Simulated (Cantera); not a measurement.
Cantera with NASA thermochemical tables; ideal gases at 1 bar, condensed phases pure. Values are per mole of reaction as written; species without (g) are pure solids or liquids, kept so even where they would boil at 1 bar.

H2(g) = 2 H(g)

```
T (K)    ΔH° (kJ)   ΔS° (J/K)    ΔG° (kJ)     log10 K
-----  ----------  ----------  ----------  ----------
300    (withheld)  (withheld)  (withheld)  (withheld)
450         437.9       103.9       391.1      -45.40
475         438.2       104.5       388.5      -42.73
500    (withheld)  (withheld)  (withheld)  (withheld)
525         438.8       105.8       383.3      -38.13
550    (withheld)  (withheld)  (withheld)  (withheld)
575    (withheld)  (withheld)  (withheld)  (withheld)
600         439.7       107.4       375.3      -32.67
```

Problem. What belongs in the gaps?

Solution. 
- 300, ΔH° (kJ): 436.0
- 300, ΔS° (J/K): 98.8
- 300, ΔG° (kJ): 406.4
- 300, log10 K: -70.75
- 500, ΔH° (kJ): 438.5
- 500, ΔS° (J/K): 105.2
- 500, ΔG° (kJ): 385.9
- 500, log10 K: -40.32
- 550, ΔH° (kJ): 439.1
- 550, ΔS° (J/K): 106.3
- 550, ΔG° (kJ): 380.6
- 550, log10 K: -36.15
- 575, ΔH° (kJ): 439.4
- 575, ΔS° (J/K): 106.9
- 575, ΔG° (kJ): 378.0
- 575, log10 K: -34.33
